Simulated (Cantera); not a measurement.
Gas mixture: N2 : O2 = 0.17 : 0.47 (molar parts), at 1100 Pa, frozen composition.

Cantera's kinetic-theory transport with the Lennard-Jones parameters of GRI-Mech 3.0, ideal gas; thermal conductivity in the multicomponent form.

D: mixture-averaged diffusion coefficient of that species in the mixture.

```tsv
T (K)	ρ (kg/m³)	cp (J/kg/K)	μ (µPa s)	λ (mW/m/K)	Pr	D (cm²/s) NO	D (cm²/s) H	D (cm²/s) CO2
400	0.0102	966.7	___	33.6	0.712	31.2	193	24.4
500	0.00819	992.2	___	40.5	0.711	45.8	285	36.3
600	0.00682	1020	___	47.2	0.710	62.5	390	49.9
700	0.00585	1047	___	53.8	0.710	81.0	507	65.1
800	0.00512	1071	39.9	60.2	0.709	101	636	81.8
900	0.00455	1091	43.1	66.4	0.709	123	775	100.0
1000	0.00409	1109	46.2	72.3	0.709	147	925	120
```

### Question
Some entries are withheld; supply them.

### Answer

- 400, μ (µPa s): 24.8
- 500, μ (µPa s): 29.0
- 600, μ (µPa s): 32.9
- 700, μ (µPa s): 36.5
